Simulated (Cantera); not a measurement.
An isothermal, constant-pressure homogeneous reactor starts with 8.59 % H2, 91.4 % O2, at 1350 K and 20.0 Torr.

Detailed kinetics in Cantera: the H2/O2 subset of GRI-Mech 3.0, which has no nitrogen chemistry. Radical loss at walls, strong at low pressure, is not modelled. The temperature is held fixed by assumption; the heat of reaction is taken as removed at once.

x: mole fraction; the columns are a selection and need not sum to one.

```csv
t (s),x H2,x O2,x H,x O,x OH,x H2O,x H2O2
1.00e-5,0.0859,0.914,1.37e-8,5.44e-9,5.08e-9,1.20e-9,4.03e-12
3.78e-5,0.0859,0.914,5.32e-8,5.85e-8,4.85e-8,4.40e-8,5.71e-11
0.000143,0.0859,0.914,[?],[?],[?],[?],7.94e-10
0.000541,0.0152,0.862,0.0183,0.0361,0.0127,0.0552,4.13e-7
0.00205,0.00203,0.856,0.0128,0.0470,0.00783,0.0742,2.10e-7
0.00775,0.00126,0.878,0.00584,0.0277,0.00625,0.0806,2.03e-7
0.0293,[?],0.902,[?],[?],[?],0.0871,[?]
0.111,3.27e-5,0.909,2.26e-5,0.000676,0.00102,0.0892,4.73e-8
0.419,3.47e-6,0.910,7.89e-7,7.21e-5,0.000335,0.0896,1.23e-8
1.59,5.29e-7,0.910,4.73e-8,1.10e-5,0.000131,0.0897,3.16e-9
6.00,1.45e-7,0.910,6.87e-9,3.05e-6,6.89e-5,0.0897,1.25e-9
```

### Question
Complete the blanks.

### Answer

- 0.000143, x H: 1.58e-6
- 0.000143, x O: 2.39e-6
- 0.000143, x OH: 1.85e-6
- 0.000143, x H2O: 3.72e-6
- 0.0293, x H2: 0.000311
- 0.0293, x H: 0.000674
- 0.0293, x O: 0.00652
- 0.0293, x OH: 0.00314
- 0.0293, x H2O2: 1.35e-7
